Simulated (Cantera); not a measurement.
What does this Cantera script print?

```python
import numpy as np
import cantera as ct

gas_names = """
    H HO2 H2 H2O H2O2 Nb NbO NbO2 O OH O2 O3
""".split()
cond_names = """
    H2O(s) H2O(L) Nb(cr) Nb(L) NbO(s) NbO(L) NbO2(I) NbO2(II) NbO2(III) NbO2(L) Nb2O5(s) Nb2O5(L)
""".split()


# ... load() reads the species with a 1 bar reference pressure and builds the phases ...
atoms = {
    'Nb2O5': {'Nb': 2, 'O': 5},
    'H2': {'H': 2},
    'H2O': {'H': 2, 'O': 1},
}
top_T = {}  # K; cautious upper limits of use, not melting points


# ... equilibrate(T, P, feed) seeds the gas with the atoms and calls Mixture.equilibrate('TP', solver="vcs", rtol=1e-11, max_steps=5000) ...
results = []
feed = {'Nb2O5': 1, 'H2': 150, 'H2O': 0.098}  # mol
P = 32  # Pa
for T in [1048, 1148, 1248, 1348, 1448, 1548, 1648, 1748, 1848, 1948, 2048]:
    mix = equilibrate(T, P, feed)
    results.append((T, P, feed, dict(zip(mix.species_names, mix.species_moles))))

top = {s: max(r[3][s] / sum(r[3][g] for g in gas_names) for r in results) for s in gas_names}
cols = sorted((s for s in top if top[s] > 0.0001), key=lambda s: -top[s])[:5]
seen = [c for c in cond_names if any(r[3].get(c, 0) > 1e-12 for r in results)]
print("log10 of partial pressures in bar; condensed amounts in mol")
print(f"{'T/K':>10s}" + "".join(f"{s[:9]:>10s}" for s in cols + seen))
for T, P, feed, n in results:
    ng = sum(n[g] for g in gas_names)
    print(f"{T:10.4g}" + "".join(f"{np.log10(max(n[s] / ng * P / 1e5, 1e-99)):10.3f}" for s in cols)
          + "".join(f"{n.get(c, 0):10.4g}" for c in seen))
```

Output:

```
log10 of partial pressures in bar; condensed amounts in mol
       T/K        H2         H      NbO2       H2O       NbO    NbO(s)   NbO2(I)  NbO2(II) NbO2(III)
      1048    -3.498    -9.861   -18.755    -5.631   -23.462         0         2         0         0
      1148    -3.498    -8.894   -16.260    -5.631   -20.319         0         0         2         0
      1248    -3.498    -8.080   -14.184    -5.631   -17.701         0         0         0         2
      1348    -3.498    -7.385   -12.424    -5.631   -15.483         0         0         0         2
      1448    -3.498    -6.785   -10.914    -5.631   -13.579         0         0         0         2
      1548    -3.499    -6.261    -9.606    -5.631   -11.929         0         0         0         2
      1648    -3.500    -5.800    -8.461    -5.632   -10.486         0         0         0     1.998
      1748    -3.504    -5.393    -7.453    -5.634    -9.214         0         0         0     1.983
      1848    -3.511    -5.031    -6.557    -5.637    -8.088         0         0         0     1.864
      1948    -3.529    -4.712    -5.758    -5.516    -7.216    0.3652         0         0    0.7548
      2048    -3.558    -4.429    -5.429    -5.624    -6.619         0         0         0         0
```

Equilibrium computed with Cantera from the NASA thermochemical tables; the gas is ideal and each condensed phase is pure. Mutual solubility and eutectic melting of coexisting phases are not modelled. NbO: taken at fixed stoichiometry. Condensed phases not in the tables: the oxides between NbO2 and Nb2O5.
